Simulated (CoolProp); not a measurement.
R1224YDZ at several states: density (kg/m³) from the reference equation and from simpler models built on Tc = 155.5 °C, pc = 3.334 MPa, ω = 0.325; each cubic takes its own stable root.

Values from CoolProp's reference Helmholtz-energy equation of state, Akasaka 2023.

```tsv
T (°C)	p (MPa)	phase	reference
124.75	0.334	gas	15.72
135.75	0.0268	gas	1.174
21.55	0.655	liquid	1371
86.25	0.0178	gas	0.8875
-109.15	0.227	liquid	1691
```

**Question.** How far does each simpler model (Redlich-Kwong, Peng-Robinson) lie from the reference over these 5 states: mean and median of the absolute difference, and the worst?

**Answer.** 
- Redlich-Kwong: mean 6.0 %, median 0.3 %, worst -14.8 % at 21.55 °C and 0.655 MPa
- Peng-Robinson: mean 0.9 %, median 0.3 %, worst -2.9 % at -109.15 °C and 0.227 MPa
